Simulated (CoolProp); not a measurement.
The fluid at 432.39 K and 26.1 MPa is throttled through a valve to 12 MPa with no heat exchange. The same conditions are run with several fluids, on thermodynamics alone (safety and materials aside).

Computed with CoolProp (reference Helmholtz-energy equation of state of each fluid (carbon dioxide: Span 1996; isobutane: Bücker 2006; propylene: Lemmon 2013; R13: Platzer 1990; hydrogen sulfide: Lemmon 2006)). The equations of Platzer and Polt are older, rougher fits.

Task: Rank carbon dioxide, isobutane, propylene, R13, hydrogen sulfide by temperature change (K), highest first.

Result: isobutane (-2.1), propylene (-13.7), R13 (-20.6), hydrogen sulfide (-39.7), carbon dioxide (-42.0)

```csv
fluid,final density (kg/m³)
carbon dioxide,214
isobutane,404
propylene,302
R13,499
hydrogen sulfide,339
```
